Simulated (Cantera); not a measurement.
A Cantera script and what it prints.

```python
import numpy as np
import cantera as ct

gas_names = [...]  # 114 gases of nasa_gas.yaml made of C, Fe, H, O
cond_names = """
    C(gr) C6H6(L) C7H8(L) C8H18(L),n-octa Fe(a) Fe(c) Fe(d) Fe(L) FeC5O5(L) FeO(s) FeO(L) Fe(OH)2(s)
    Fe(OH)3(s) Fe2O3(s) Fe3O4(s) H2O(s) H2O(L)
""".split()


# ... load() reads the species with a 1 bar reference pressure and builds the phases ...
atoms = {
    'Fe2O3': {'Fe': 2, 'O': 3},
    'CH4': {'C': 1, 'H': 4},
    'CO': {'C': 1, 'O': 1},
}
top_T = {'C(gr)': 4500, 'Fe2O3(s)': 1830, 'Fe3O4(s)': 1870}  # K; cautious upper limits of use, not melting points


# ... equilibrate(T, P, feed) seeds the gas with the atoms and calls Mixture.equilibrate('TP', solver="vcs", rtol=1e-11, max_steps=5000) ...
results = []
T = 1725  # K
P = 101325  # Pa
for m in [0.49, 0.66, 0.89, 1.2, 1.6, 2.2, 2.9, 3.9, 5.3]:
    feed = {'Fe2O3': 1, 'CH4': m, 'CO': 2}  # mol
    mix = equilibrate(T, P, feed)
    results.append((T, P, feed, dict(zip(mix.species_names, mix.species_moles))))
    x = sorted(zip(gas.X, gas.species_names), reverse=True)
    print(f"T = {T:g} K  P = {P:g} Pa  n(CH4) = {m:g} mol  gas = {mix.phase_moles(0):.4g} mol")
    print("   x: " + "  ".join(f"{s} {v:.3e}" for v, s in x if v > 1e-06))
    print("   condensed (mol): " + ("  ".join(f"{mix.phase(i).name} {mix.phase_moles(i):.4g}"
          for i in range(1, mix.n_phases) if mix.phase_moles(i) > 1e-12) or "none"))
```

Output:

```
T = 1725 K  P = 101325 Pa  n(CH4) = 0.49 mol  gas = 3.47 mol
   x: CO 6.337e-01  H2 1.927e-01  H2O 8.970e-02  CO2 8.384e-02  H 8.098e-05  Fe 9.297e-06  Fe(OH)2 8.319e-06  OH 2.077e-06
   condensed (mol): Fe(d) 0.09219  FeO(L) 1.908
T = 1725 K  P = 101325 Pa  n(CH4) = 0.66 mol  gas = 3.98 mol
   x: CO 5.902e-01  H2 2.262e-01  H2O 1.053e-01  CO2 7.808e-02  H 8.776e-05  Fe(OH)2 9.770e-06  Fe 9.297e-06  OH 2.251e-06
   condensed (mol): Fe(d) 0.3901  FeO(L) 1.61
T = 1725 K  P = 101325 Pa  n(CH4) = 0.89 mol  gas = 4.67 mol
   x: CO 5.465e-01  H2 2.600e-01  H2O 1.211e-01  CO2 7.230e-02  H 9.408e-05  Fe(OH)2 1.123e-05  Fe 9.297e-06  OH 2.413e-06
   condensed (mol): Fe(d) 0.7931  FeO(L) 1.207
T = 1725 K  P = 101325 Pa  n(CH4) = 1.2 mol  gas = 5.6 mol
   x: CO 5.046e-01  H2 2.924e-01  H2O 1.361e-01  CO2 6.676e-02  H 9.976e-05  Fe(OH)2 1.262e-05  Fe 9.297e-06  OH 2.559e-06
   condensed (mol): Fe(d) 1.336  FeO(L) 0.6637
T = 1725 K  P = 101325 Pa  n(CH4) = 1.6 mol  gas = 6.8 mol
   x: CO 4.694e-01  H2 3.246e-01  H2O 1.459e-01  CO2 5.995e-02  H 1.051e-04  Fe(OH)2 1.306e-05  Fe 9.297e-06  OH 2.603e-06
   condensed (mol): Fe(d) 2
T = 1725 K  P = 101325 Pa  n(CH4) = 2.2 mol  gas = 8.601 mol
   x: CO 4.668e-01  H2 4.401e-01  H2O 7.147e-02  CO2 2.154e-02  H 1.224e-04  Fe 9.297e-06  Fe(OH)2 2.312e-06  OH 1.095e-06
   condensed (mol): Fe(d) 2
T = 1725 K  P = 101325 Pa  n(CH4) = 2.9 mol  gas = 10.7 mol
   x: H2 5.344e-01  CO 4.561e-01  H2O 7.524e-03  CO2 1.825e-03  H 1.349e-04  Fe 9.297e-06  CH4 3.990e-06
   condensed (mol): Fe(d) 2
T = 1725 K  P = 101325 Pa  n(CH4) = 3.9 mol  gas = 12.79 mol
   x: H2 6.086e-01  CO 3.906e-01  CH4 3.749e-04  H 1.439e-04  H2O 1.013e-04  C2H2,acetylene 5.608e-05  CO2 1.848e-05  Fe 9.297e-06  CH3 1.801e-06  C2H4 1.392e-06
   condensed (mol): C(gr) 0.8952  Fe(d) 2
T = 1725 K  P = 101325 Pa  n(CH4) = 5.3 mol  gas = 15.59 mol
   x: H2 6.786e-01  CO 3.206e-01  CH4 4.661e-04  H 1.520e-04  H2O 9.270e-05  C2H2,acetylene 6.253e-05  CO2 1.244e-05  Fe 9.297e-06  CH3 2.121e-06  C2H4 1.731e-06
   condensed (mol): C(gr) 2.292  Fe(d) 2
```

Cantera equilibrium calculation (NASA polynomials, part measured and part estimated; ideal gas, pure solids and liquids). Iron dissolves carbon and melts from about 1420 K in contact with it, which pure phases cannot show. Mutual solubility and eutectic melting of coexisting phases are not modelled. The tables' stoichiometric FeO is somewhat more stable than real wüstite, so its field is too wide. FeO: taken at fixed stoichiometry. Condensed phases not in the tables: cementite and carbon dissolved in iron.
